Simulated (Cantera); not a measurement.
# Moist CO burnout

An isothermal, constant-pressure homogeneous reactor starts with CO : O2 : H2O : N2 = 0.006 : 0.085 : 0.00053 : 1 (molar parts), equivalence ratio 0.035, at 1325 K and 4.60 bar.

Computed with Cantera and GRI-Mech 3.0 (53 species, 325 reactions).

```
t (s)        x CO    x O2     x H2O     x N2O      x O     x CO2     x NO
--------  -------  ------  --------  --------  -------  --------  -------
8.00e-5   0.00550  0.0779  0.000486  2.28e-11  4.61e-8   5.26e-8   <1e-12
0.000463  0.00550  0.0779  0.000485   1.02e-9  4.60e-7   8.77e-7   <1e-12
0.00267   0.00468  0.0774  0.000477   8.87e-7  7.40e-5  0.000820  1.35e-8
0.0155    0.00100  0.0758  0.000482   4.82e-6  2.03e-5   0.00451  5.80e-7
0.0894    2.81e-5  0.0753  0.000486   3.78e-6  1.06e-6   0.00548  1.20e-6
0.517     8.55e-8  0.0753  0.000487   1.58e-7  5.12e-8   0.00551  1.34e-6
2.99      2.36e-9  0.0753  0.000487   4.58e-8  3.55e-8   0.00551  1.34e-6
17.3      2.36e-9  0.0753  0.000487   4.58e-8  3.55e-8   0.00551  1.35e-6
100       2.36e-9  0.0753  0.000487   4.58e-8  3.55e-8   0.00551  1.41e-6
```
x: mole fraction; the columns are a selection and need not sum to one.

Equilibrium at this temperature and pressure: CO 2.36e-9, O2 0.0752, H2O 0.000487, N2O 4.58e-8, O 3.54e-8, CO2 0.00551, NO 0.000302 (gas phase only).
